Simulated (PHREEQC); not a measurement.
Make-up at 25 °C: 0.014 mol KH2PO4 per kg of water. Closed to the air; pH follows from the charge balance.

Computed with PHREEQC (ion-association model, phreeqc.dat).

| quantity | before | after |
|---|---|---|
| pH | 4.68 | 4.69 |
| ionic strength (mol/kgw) | 0.0141 | 0.0141 |
| HPO4-2 (mol/kgw) | 5.94e-5 | 7.19e-5 |
| H3PO4 (mol/kgw) | 3.75e-5 | 5.05e-5 |
| KHPO4- (mol/kgw) | 1.01e-6 | 1.19e-6 |

Name the change that produced these shifts.
(A) temperature from 25 to 55 °C
(B) 0.007 mol/kgw KOH added
(C) KH2PO4 from 0.014 to 0.07 mol/kgw
(D) KH2PO4 from 0.014 to 0.0028 mol/kgw

A, temperature from 25 to 55 °C

This is a speciation only: nothing precipitates in the calculation. Constants without temperature data keep their 25 °C values here.
